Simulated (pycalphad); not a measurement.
CALPHAD calculation (pycalphad, COST 507 light-alloy database (1999)), 1 atm. These are 1990s assessments: newer ones move some temperatures and phases. Phase fractions are per mole of atoms. Kinetics are ignored, which matters at the lower temperatures.

Problem. Give the equilibrium state of Ti-3.195Hf-0.576B (wt.%) at 1575 K.

Solution. 
```
T = 1575.00 K, P = 101325 Pa, N = 1 mol of atoms
G = -92007 J/mol, H = 38408 J/mol, S = 82.80 J/(mol K)  (SER reference)
chemical potentials (J/mol): Ti -88546, Hf -174716, B -194786
phase             fraction      x(Ti)      x(Hf)       x(B)
BCC_A2              0.9524     0.9891     0.0090     0.0019
BM                  0.0476     0.4993   0.000739     0.5000
```

Problem. Give the equilibrium state of Ti-3.195Hf-0.576B (wt.%) at 600 K.

Solution. hcp, fraction 0.949, with 3.3 Hf, <0.01 B wt.%; BM, fraction 0.051, with 0.12 Hf, 18.4 B wt.%.

Database names, with the compositions (at.%) that they take in these runs: BM: Ti 50 B 50. BCC_A2 is bcc.
